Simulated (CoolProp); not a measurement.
The fluid at 298.15 K and 0.467 MPa (stagnation) flows isentropically through a choked orifice. The same conditions are run with several fluids, on thermodynamics alone (safety and materials aside).

Computed with CoolProp (reference Helmholtz-energy equation of state of each fluid (propylene: Lemmon 2013; normal hydrogen: Leachman 2009; carbon dioxide: Span 1996; dry air: Lemmon 2000; R125: Lemmon 2005)). Blends and air are pseudo-pure fits.

| fluid | throat to inlet pressure ratio | mass flux (kg/(m² s)) | throat temperature (K) |
|---|---|---|---|
| propylene | … | 1260 | … |
| normal hydrogen | 0.525 | 289 | … |
| carbon dioxide | 0.545 | … | 258.8 |
| dry air | … | 1100 | … |
| R125 | … | 2090 | 283.0 |

Complete the blanks.


- propylene, throat to inlet pressure ratio: 0.578
- propylene, throat temperature (K): 275.8
- normal hydrogen, throat temperature (K): 247.2
- carbon dioxide, mass flux (kg/(m² s)): 1330
- dry air, throat to inlet pressure ratio: 0.528
- dry air, throat temperature (K): 248.2
- R125, throat to inlet pressure ratio: 0.591
